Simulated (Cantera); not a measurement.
Standard-state values (1 bar) from the NASA 1993 polynomials, evaluated with Cantera. Values are per mole of reaction as written; species without (g) are pure solids or liquids, kept so even where they would boil at 1 bar.

7 O₂(g) + 2 Cu₂O + 2 C₂H₄(g) ⇌ 4 CO₂(g) + 4 Cu(OH)₂

```csv
T (K),ΔH° (kJ),ΔS° (J/K),ΔG° (kJ),log10 K
300,-3138.9,-770.1,-2907.9,506.30
525,(withheld),(withheld),(withheld),(withheld)
625,(withheld),(withheld),(withheld),(withheld)
725,-3092.2,-672.8,-2604.4,187.64
825,-3081.4,-658.8,-2537.9,160.68
925,(withheld),(withheld),(withheld),(withheld)
1025,(withheld),(withheld),(withheld),(withheld)
```

Question: Complete the blanks.

Answer: 
- 525, ΔH° (kJ): -3113.9
- 525, ΔS° (J/K): -707.8
- 525, ΔG° (kJ): -2742.3
- 525, log10 K: 272.84
- 625, ΔH° (kJ): -3103.0
- 625, ΔS° (J/K): -688.8
- 625, ΔG° (kJ): -2672.5
- 625, log10 K: 223.35
- 925, ΔH° (kJ): -3070.6
- 925, ΔS° (J/K): -646.5
- 925, ΔG° (kJ): -2472.6
- 925, log10 K: 139.63
- 1025, ΔH° (kJ): -3060.3
- 1025, ΔS° (J/K): -635.9
- 1025, ΔG° (kJ): -2408.5
- 1025, log10 K: 122.74
